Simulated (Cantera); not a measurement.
A perfectly stirred reactor is fed with CO : O₂ : H₂O : N₂ = 0.003 : 0.0056 : 0.0032 : 1 (molar parts), at 5.50 bar; it is held at 1200 K, and followed from long to short residence time.

Cantera simulation using GRI-Mech 3.0 (53 species, 325 reactions); the numbers are that mechanism's predictions, not measurements.

Question: What does this change do: temperature 1200 to 1425 K?

Answer: 
| quantity | before | after |
|---|---|---|
| x(CO) at τ = 0.860 s | 0.000202 | 2.39e-5 |
| x(O₂) at τ = 0.860 s | 0.00416 | 0.00407 |
| x(H₂O) at τ = 0.860 s | 0.00316 | 0.00316 |
| x(H₂) at τ = 0.860 s | 1.20e-6 | 6.17e-7 |
| x(H) at τ = 0.860 s | 3.81e-8 | 8.32e-8 |
| x(CO) at τ = 77.0 ms | 0.000998 | 0.000132 |
| x(O₂) at τ = 77.0 ms | 0.00456 | 0.00412 |
| x(H₂O) at τ = 77.0 ms | 0.00316 | 0.00315 |
| x(H₂) at τ = 77.0 ms | 5.98e-6 | 2.82e-6 |
| x(H) at τ = 77.0 ms | 2.43e-7 | 7.14e-7 |
